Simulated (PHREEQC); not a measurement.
PHREEQC input (ion-association model, phreeqc.dat):

```
SOLUTION 0
  temp 25
  units mmol/kgw
  pH 7 charge
  Br 0.32
  K 0.32
  Cl 10.41
  Zn 5.2
SOLUTION 1-30
  temp 25
  units mmol/kgw
  pH 7 charge
  Cl 72.01
  Na 50
  Mn(2) 11
END
EXCHANGE 1-30
  X 0.0084
  -equilibrate 1
END
SELECTED_OUTPUT 1
  -reset false
  -pH true
  -pe true
  -ionic_strength true
  -water true
  -step true
  -totals Br Cl K Mn Na Zn Mn(2) Mn(3)
  -molalities KX MnX2 NaX ZnX2
  -saturation_indices Pyrochroite Halite Sylvite Zn(OH)2(e)
PRINT
  -reset false
TRANSPORT
  -cells 30
  -shifts 120
  -lengths 0.0333333
  -time_step 60
  -dispersivities 0.035
  -boundary_conditions flux flux
  -correct_disp true
  -punch_cells 30
  -punch_frequency 4
END
```

Selected output (columns that matter, 13 of 31 rows; pore volumes added in front):

```
pore volumes	pH	mu	Br	Cl	K	Mn	Na	Zn	m_KX	m_MnX2	si_Pyrochroite	si_Halite	si_Sylvite	si_Zn(OH)2(e)
0	5.078	0.080583	0	0.07201	0	0.011	0.05	0	0	0.0031848	-7.4263	-4.2262	-1000	-1000
0.2833	5.078	0.080583	1.9638e-11	0.07201	3.1361e-13	0.011	0.05	5.8887e-15	6.383e-14	0.0031848	-7.4263	-4.2262	-14.768	-16.005
0.6833	5.0762	0.074292	2.9821e-05	0.066269	6.5228e-06	0.0101	0.046077	3.5146e-06	1.3884e-06	0.0032187	-7.4542	-4.2916	-7.4797	-7.2192
1.0833	5.0611	0.036122	0.0002139	0.030833	0.00010178	0.0056857	0.019381	9.1571e-05	2.9479e-05	0.0035151	-7.6332	-4.9513	-6.5657	-5.7305
1.35	5.0498	0.021499	0.00028737	0.016691	0.00020497	0.0044727	0.0070027	0.00040775	6.4625e-05	0.0033567	-7.699	-5.631	-6.4975	-5.0426
1.6167	5.0406	0.016974	0.00031206	0.011939	0.00028515	0.0033902	0.0019984	0.0015885	8.2383e-05	0.0021567	-7.8131	-6.3094	-6.4874	-4.4455
2.0167	5.0297	0.01583	0.00031926	0.010552	0.00032109	0.0011858	0.00022679	0.0039711	7.9708e-05	0.0005586	-8.2838	-7.3043	-6.4855	-4.0621
2.4167	5.026	0.015753	0.00031994	0.010421	0.00032189	0.00027801	2.1291e-05	0.0049159	7.6139e-05	0.00011894	-8.9207	-8.3366	-6.4893	-3.9764
2.6833	5.0253	0.015751	0.00031999	0.010412	0.00032093	9.808e-05	4.1529e-06	0.0051003	7.5249e-05	4.1232e-05	-9.3746	-9.0468	-6.4909	-3.9618
2.95	5.025	0.015752	0.00032	0.01041	0.00032039	3.3595e-05	7.8643e-07	0.005166	7.4891e-05	1.4037e-05	-9.8404	-9.7695	-6.4917	-3.9567
3.35	5.0249	0.015752	0.00032	0.01041	0.00032009	6.4971e-06	6.2377e-08	0.0051934	7.4726e-05	2.7076e-06	-10.554	-10.87	-6.4921	-3.9547
3.75	5.0249	0.015753	0.00032	0.01041	0.00032002	1.2193e-06	4.796e-09	0.0051988	7.4691e-05	5.0789e-07	-11.281	-11.984	-6.4922	-3.9542
4.0167	5.0249	0.015753	0.00032	0.01041	0.00032001	3.9485e-07	8.5696e-10	0.0051996	7.4685e-05	1.6446e-07	-11.771	-12.732	-6.4922	-3.9542
```

Species that the database lacks are ignored.
